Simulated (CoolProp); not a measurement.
The numbers come from the reference Helmholtz-energy equation of state, Thol 2014 in CoolProp.

### Question
Give the vapour pressure (kPa), vapour density (kg/m³), enthalpy of vaporisation (kJ/kg), liquid cp (kJ/(kg K)) of saturated diethyl ether at 370.1, 403.7, 445.7 K.

### Answer
```json
[
 {"T (K)": "370.1", "p (kPa)": "610", "vapour density (kg/m³)": "17.3", "enthalpy of vaporisation (kJ/kg)": "295", "liquid cp (kJ/(kg K))": "2.65"},
 {"T (K)": "403.7", "p (kPa)": "1240", "vapour density (kg/m³)": "36.6", "enthalpy of vaporisation (kJ/kg)": "249", "liquid cp (kJ/(kg K))": "2.89"},
 {"T (K)": "445.7", "p (kPa)": "2610", "vapour density (kg/m³)": "94.5", "enthalpy of vaporisation (kJ/kg)": "159", "liquid cp (kJ/(kg K))": "3.84"}
]
```
